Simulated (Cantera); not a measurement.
Cantera with NASA thermochemical tables; ideal gases at 1 bar, condensed phases pure. Values are per mole of reaction as written; species without (g) are pure solids or liquids, kept so even where they would boil at 1 bar.

a) 0.8 V + O2(g) ⇌ 0.4 V2O5
b) C + O2(g) ⇌ CO2(g)
c) 2 H2(g) + O2(g) ⇌ 2 H2O(g)

Order these by ΔG° at 1750 K, most negative first.

b (-396 kJ), a (-353 kJ), c (-300 kJ)
